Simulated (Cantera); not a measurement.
Stirred combustor or abatement burner

A perfectly stirred reactor is fed with 8.72 % CH4, 0.645 % C2H6, 0.601 % C3H8, 18.9 % O2, 71.1 % N2, at 53000 Pa; it is adiabatic with a 575 K inlet, and is followed from long to short residence time, starting on the burning branch (τ in s: 0.026, 0.014, 0.008, 0.0044, 0.0025, 0.0014, 0.00076, 0.00042, 0.00023, 0.00013, 7.2e-05, 4e-05, 2.2e-05).

Detailed kinetics in Cantera: GRI-Mech 3.0 (53 species, 325 reactions).

| τ (s) | T (K) | x CH4 | x C2H6 | x C3H8 | x N2O | x HCN | x CH2 | x NO |
|---|---|---|---|---|---|---|---|---|
| 0.026 | 2260 | 1.06e-5 | 1.01e-7 | 8.48e-8 | 3.45e-8 | 2.38e-6 | 8.20e-7 | 0.000629 |
| 0.014 | 2239 | 1.59e-5 | 1.79e-7 | 1.42e-7 | 3.43e-8 | 2.83e-6 | 1.20e-6 | 0.000564 |
| 0.0080 | 2215 | 2.33e-5 | 2.97e-7 | 2.26e-7 | 3.36e-8 | 3.21e-6 | 1.68e-6 | 0.000492 |
| 0.0044 | 2187 | 3.60e-5 | 5.11e-7 | 3.74e-7 | 3.25e-8 | 3.65e-6 | 2.40e-6 | 0.000411 |
| 0.0025 | 2158 | 5.57e-5 | 8.57e-7 | 6.06e-7 | 3.16e-8 | 4.17e-6 | 3.40e-6 | 0.000338 |
| 0.0014 | 2127 | 9.01e-5 | 1.47e-6 | 1.01e-6 | 3.08e-8 | 4.96e-6 | 4.96e-6 | 0.000273 |
| 0.00076 | 2095 | 0.000156 | 2.65e-6 | 1.79e-6 | 3.05e-8 | 6.31e-6 | 7.66e-6 | 0.000217 |
| 0.00042 | 2064 | 0.000278 | 4.84e-6 | 3.24e-6 | 3.05e-8 | 8.57e-6 | 1.22e-5 | 0.000172 |
| 0.00023 | 2029 | 0.000536 | 9.50e-6 | 6.28e-6 | 3.07e-8 | 1.25e-5 | 2.08e-5 | 0.000133 |
| 0.00013 | 1978 | 0.00115 | 2.06e-5 | 1.35e-5 | 3.00e-8 | 1.87e-5 | 3.71e-5 | 8.98e-5 |
| 7.2e-5 | 575 | 0.0872 | 0.00645 | 0.00601 | <1e-12 | <1e-12 | <1e-12 | <1e-12 |
| 4.0e-5 | 575 | 0.0872 | 0.00645 | 0.00601 | <1e-12 | <1e-12 | <1e-12 | <1e-12 |
| 2.2e-5 | 575 | 0.0872 | 0.00645 | 0.00601 | <1e-12 | <1e-12 | <1e-12 | <1e-12 |
x: mole fraction; the columns are a selection and need not sum to one.
